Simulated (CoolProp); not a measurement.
The fluid at 427.87 K and 0.402 MPa is throttled through a valve to 0.164 MPa with no heat exchange. The same conditions are run with several fluids, on thermodynamics alone (safety and materials aside).

Values from CoolProp's reference Helmholtz-energy equation of state of each fluid (CF4 (R14): Platzer 1990; R245fa: Akasaka 2015; R410A: Lemmon 2003; R1233zd(E): Akasaka 2022; R142b: Lemmon 2006). The equations of Platzer and Polt are older, rougher fits. Blends and air are pseudo-pure fits.

Problem. Rank CF4 (R14), R245fa, R410A, R1233zd(E), R142b by temperature change (K), highest first.

Solution. CF4 (R14) (-0.6), R410A (-1.5), R245fa (-2.0), R142b (-2.1), R1233zd(E) (-2.6)

```json
[
 {"fluid": "CF4 (R14)", "final density (kg/m³)": "4.07"},
 {"fluid": "R245fa", "final density (kg/m³)": "6.31"},
 {"fluid": "R410A", "final density (kg/m³)": "3.38"},
 {"fluid": "R1233zd(E)", "final density (kg/m³)": "6.17"},
 {"fluid": "R142b", "final density (kg/m³)": "4.71"}
]
```
